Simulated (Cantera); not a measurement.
Adiabatic ignition

An adiabatic, constant-pressure homogeneous reactor starts with 6.15 % CH4, 1.72 % C2H6, 18.5 % O2, 69.5 % N2, 4.06 % H2O, equivalence ratio 0.99, at 1075 K and 3900 Torr.

Model: GRI-Mech 3.0 (53 species, 325 reactions), integrated in Cantera.

| t (s) | T (K) | x CH4 | x C2H6 | x O2 | x NO | x H2O2 |
|---|---|---|---|---|---|---|
| 9.00e-6 | 1075 | 0.0615 | 0.0172 | 0.185 | <1e-12 | 5.11e-12 |
| 2.78e-5 | 1075 | 0.0615 | 0.0172 | 0.185 | <1e-12 | 6.12e-11 |
| 8.56e-5 | 1075 | 0.0615 | 0.0172 | 0.185 | <1e-12 | 8.78e-10 |
| 0.000264 | 1075 | 0.0615 | 0.0172 | 0.185 | <1e-12 | 1.26e-8 |
| 0.000814 | 1075 | 0.0615 | 0.0172 | 0.185 | <1e-12 | 1.39e-7 |
| 0.00251 | 1075 | 0.0615 | 0.0172 | 0.185 | <1e-12 | 1.93e-6 |
| 0.00774 | 1088 | 0.0601 | 0.0156 | 0.183 | <1e-12 | 0.000162 |
| 0.0239 | 2610 | <1e-12 | <1e-12 | 0.0107 | 0.00581 | 4.10e-7 |
| 0.0736 | 2610 | <1e-12 | <1e-12 | 0.0107 | 0.00581 | 4.10e-7 |
| 0.227 | 2610 | <1e-12 | <1e-12 | 0.0107 | 0.00581 | 4.10e-7 |
| 0.700 | 2610 | <1e-12 | <1e-12 | 0.0107 | 0.00581 | 4.10e-7 |
x: mole fraction; the columns are a selection and need not sum to one.

The time of steepest temperature rise is 9.32 ms and the temperature at 0.700 s is 2610 K. The equilibrium temperature is 2610 K and the x(CH4) at 0.700 s is <1e-12 (gas-phase equilibrium <1e-12). The x(C2H6) at 0.700 s comes out as <1e-12 (gas-phase equilibrium <1e-12) and the x(O2) at 0.700 s comes out as 0.0107 (gas-phase equilibrium 0.0107).
